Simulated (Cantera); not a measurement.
**Thermodynamics of abatement and gas-phase synthesis, feed NH3 + O2 + N2**

Input: 1 mol NH3, 0.32 mol O2, 0.77 mol N2, equilibrated at 110 bar.

These are equilibrium values from Cantera (NASA tables, ideal gas, pure condensed phases), not measurements of a reactor. Candidate condensed phases: H2O; 24 gas species. The ideal-gas law is rough above about 30 bar. The numbers say what is thermodynamically allowed, not how fast it happens.

```csv
T (K),x N2,x H2,x H2O,x NH3,x H,x OH
950,0.458,0.299,0.233,0.0100,2.90e-11,<1e-12
1100,0.458,0.306,0.232,0.00400,1.36e-9,4.61e-12
1250,0.458,0.308,0.231,0.00195,2.56e-8,1.98e-10
1400,0.458,0.309,0.231,0.00110,2.58e-7,3.83e-9
1550,0.458,0.310,0.231,0.000687,1.67e-6,4.19e-8
1700,0.458,0.310,0.231,0.000468,7.82e-6,3.01e-7
1850,0.458,0.310,0.231,0.000339,2.86e-5,1.58e-6
2000,0.458,0.310,0.231,0.000258,8.63e-5,6.43e-6
2150,0.458,0.310,0.231,0.000205,0.000224,2.15e-5
2300,0.458,0.310,0.231,0.000167,0.000514,6.17e-5
2450,0.458,0.310,0.231,0.000141,0.00107,0.000155
2600,0.458,0.309,0.230,0.000120,0.00203,0.000351
2750,0.457,0.308,0.230,0.000105,0.00362,0.000725
```
x: gas mole fraction; nothing condenses.

From 950 K to 2750 K nothing is condensed.
